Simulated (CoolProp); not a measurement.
Vapour-liquid equilibrium of propane (1) + m-xylene (2) at 69.75 °C; x and y are mole fractions of (1).

The numbers come from the multi-fluid Helmholtz-energy mixture model, Lemmon 2009 and Zhou 2012; pair parameters Bell 2016 in CoolProp.

```csv
x,"bubble pressure, mixture model (kPa)","bubble pressure, Raoult's law (kPa)","y, mixture model","y, Raoult's law"
0.05,165.8,138.2,0.939,0.931
0.2,601.4,522.8,0.982,0.985
0.35,994.6,907.5,0.989,0.993
0.5,1350,1292,0.992,0.996
0.65,1676,1677,0.994,0.998
0.8,1994,2061,0.996,0.999
0.95,2382,2446,0.998,1.000
```

The largest gap from Raoult's law is +20.0 % in bubble pressure, at x = 0.05. No azeotrope shows between x = 0.05 and 0.95.

The pair parameters rest on a limited set of measurements; away from them the model extrapolates. The gap from Raoult's law changes sign with composition, which may be real or a fault of the pair parameters; it wasn't checked against measurements.
